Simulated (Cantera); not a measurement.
# Equilibrium for abatement and gas-phase synthesis: CO2 + H2 + O2 + SO2

A closed system holds: 1 mol CO2, 0.36 mol H2, 0.051 mol O2, 0.37 mol SO2, at 23000 Pa.

Equilibrium computed with Cantera from the NASA thermochemical tables; the gas is ideal and each condensed phase is pure. Candidate condensed phases: C, C6H6, C7H8, C8H18, H2O, H2SO4, S; 123 gas species. The numbers say what is thermodynamically allowed, not how fast it happens.

```
T (°C)  log p CO2  log p CO  log p SO2  log p H2O  log p O2  log p OH  log p O  log p SO  log p H  log p H2
------  ---------  --------  ---------  ---------  --------  --------  -------  --------  -------  --------
1975        -1.00     -1.50      -1.33      -1.35     -3.15     -3.01    -4.01     -2.72    -3.43     -2.60
2025        -1.00     -1.49      -1.33      -1.36     -2.91     -2.87    -3.76     -2.69    -3.32     -2.59
2075        -1.01     -1.47      -1.34      -1.36     -2.69     -2.75    -3.53     -2.65    -3.20     -2.58
2125        -1.03     -1.45      -1.34      -1.37     -2.51     -2.63    -3.32     -2.61    -3.09     -2.57
2175        -1.04     -1.42      -1.35      -1.38     -2.36     -2.52    -3.13     -2.56    -2.97     -2.54
2225        -1.06     -1.39      -1.36      -1.40     -2.22     -2.43    -2.95     -2.51    -2.86     -2.51
2275        -1.09     -1.36      -1.37      -1.41     -2.11     -2.34    -2.79     -2.45    -2.75     -2.48
2325        -1.12     -1.33      -1.38      -1.43     -2.01     -2.26    -2.64     -2.39    -2.64     -2.45
2375        -1.15     -1.29      -1.40      -1.45     -1.93     -2.19    -2.51     -2.33    -2.54     -2.42
2425        -1.19     -1.27      -1.41      -1.48     -1.87     -2.13    -2.38     -2.27    -2.44     -2.38
2475        -1.23     -1.24      -1.43      -1.51     -1.81     -2.07    -2.26     -2.21    -2.34     -2.35
2525        -1.27     -1.21      -1.46      -1.54     -1.76     -2.02    -2.15     -2.16    -2.25     -2.33
2575        -1.32     -1.19      -1.48      -1.58     -1.72     -1.98    -2.04     -2.11    -2.16     -2.30
2625        -1.37     -1.18      -1.51      -1.62     -1.69     -1.94    -1.95     -2.06    -2.08     -2.28
```
log p: log10 of the partial pressure in bar; nothing condenses.

From 1975 °C to 2625 °C nothing is condensed. The main C-bearing gas is CO2 at 1975 °C and CO at 2625 °C.
